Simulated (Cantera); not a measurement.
An adiabatic, constant-volume homogeneous reactor starts with CO : H2 : O2 : N2 = 1 : 0.46 : 1.2 : 9.57 (molar parts), equivalence ratio 0.61, at 1173 K and 3600 Torr. Integrator tolerance rtol = 1e-08.

Computed with Cantera and GRI-Mech 3.0 (53 species, 325 reactions). The hydrogen kinetics of GRI-Mech 3.0 are dated; newer H2 mechanisms differ, most at raised pressure.

Task: What does this change do: initial temperature 1173 to 1023 K?

Result: 
```csv
quantity,before,after
time of steepest temperature rise,56.8 µs,3.97 ms
temperature at 4.00 s,2270 K,2156 K
equilibrium temperature,2270 K,2156 K
x(CO) at 4.00 s,0.00143 (gas-phase equilibrium 0.00143),0.000635 (gas-phase equilibrium 0.000635)
x(H2) at 4.00 s,0.000119 (gas-phase equilibrium 0.000119),5.66e-5 (gas-phase equilibrium 5.66e-5)
x(O2) at 4.00 s,0.0378 (gas-phase equilibrium 0.0378),0.0384 (gas-phase equilibrium 0.0384)
x(NO2) at 4.00 s,9.35e-6 (gas-phase equilibrium 9.35e-6),8.95e-6 (gas-phase equilibrium 8.95e-6)
x(OH) at 4.00 s,0.00155 (gas-phase equilibrium 0.00155),0.000973 (gas-phase equilibrium 0.000973)
```

Task: What does this change do: CO 1 to 1.6 parts?

Result: 
| quantity | before | after |
|---|---|---|
| time of steepest temperature rise | 56.8 µs | 56.5 µs |
| temperature at 4.00 s | 2270 K | 2529 K |
| equilibrium temperature | 2270 K | 2529 K |
| x(CO) at 4.00 s | 0.00143 (gas-phase equilibrium 0.00143) | 0.0131 (gas-phase equilibrium 0.0131) |
| x(H2) at 4.00 s | 0.000119 (gas-phase equilibrium 0.000119) | 0.000626 (gas-phase equilibrium 0.000626) |
| x(O2) at 4.00 s | 0.0378 (gas-phase equilibrium 0.0378) | 0.0167 (gas-phase equilibrium 0.0167) |
| x(NO2) at 4.00 s | 9.35e-6 (gas-phase equilibrium 9.35e-6) | 5.18e-6 (gas-phase equilibrium 5.18e-6) |
| x(OH) at 4.00 s | 0.00155 (gas-phase equilibrium 0.00155) | 0.00288 (gas-phase equilibrium 0.00288) |
